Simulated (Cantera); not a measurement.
# Catalytic combustion on Pt

An isothermal plug-flow reactor at 873 K and 101000 Pa (inlet), inlet velocity 1.2 m/s, active area per volume 2200 1/m; feed 0.457 % CO, 4.45 % O2, 95.1 % N2, equivalence ratio 0.051.

Cantera simulation using Deutschmann's 1995 Pt surface mechanism with GRI-Mech 3.0 gas chemistry; the numbers are that mechanism's predictions, not measurements. Catalytic surfaces can have several steady states; this one follows from the mechanism file's or the stated starting coverage. Mass transfer to the wall is taken as infinitely fast.

| z (m) | x CO | x O2 | x H2O | x CO2 | θ free Pt | θ O* |
|---|---|---|---|---|---|---|
| 0.00011 | 0.000672 | 0.0427 | <1e-12 | 0.00391 | 0.120 | 0.880 |
| 0.0002 | 0.000326 | 0.0425 | <1e-12 | 0.00426 | 0.113 | 0.887 |
| 0.00036 | 0.000100 | 0.0424 | <1e-12 | 0.00448 | 0.109 | 0.891 |
| 0.00064 | 1.38e-5 | 0.0424 | <1e-12 | 0.00457 | 0.108 | 0.892 |
| 0.0011 | 5.55e-7 | 0.0423 | <1e-12 | 0.00458 | 0.108 | 0.892 |
| 0.002 | 1.03e-9 | 0.0423 | <1e-12 | 0.00458 | 0.108 | 0.892 |
| 0.0036 | <1e-12 | 0.0423 | <1e-12 | 0.00458 | 0.108 | 0.892 |
| 0.0064 | <1e-12 | 0.0423 | <1e-12 | 0.00458 | 0.108 | 0.892 |
| 0.011 | <1e-12 | 0.0423 | <1e-12 | 0.00458 | 0.108 | 0.892 |
x: gas mole fraction; θ: surface coverage.
